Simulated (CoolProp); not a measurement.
A simple Rankine cycle with water: condensing at 306.15 K, boiler at 0.0359 MPa, turbine inlet 351.4 K, turbine efficiency 0.6, pump efficiency 0.7, no recuperator. Each further row changes one setting.

The numbers come from the reference Helmholtz-energy equation of state, Wagner 2002 in CoolProp.

| case | thermal efficiency (%) | net work (kJ/kg) | heat in (kJ/kg) | turbine exit temperature (K) | volume ratio over the turbine |
|---|---|---|---|---|---|
| as stated | 6.8 | 169 | 2500 | 306.1 | 6.02 |
| turbine inlet 371.4 K | 6.8 | 173 | 2540 | 306.1 | 5.77 |
| condensing temperature 298.15 K | 8.0 | [?] | 2540 | 298.1 | 9.23 |
| boiler pressure 0.0251 MPa | 5.5 | [?] | 2510 | 306.1 | 4.25 |
| turbine efficiency 0.5 | [?] | 141 | 2500 | 306.1 | 6.09 |

### Question
Fill in the missing entries.

### Answer

- condensing temperature 298.15 K, net work (kJ/kg): 204
- boiler pressure 0.0251 MPa, net work (kJ/kg): 139
- turbine efficiency 0.5, thermal efficiency (%): 5.6

The expansion ends wet for: as stated; turbine inlet 371.4 K; condensing temperature 298.15 K; boiler pressure 0.0251 MPa; turbine efficiency 0.5.
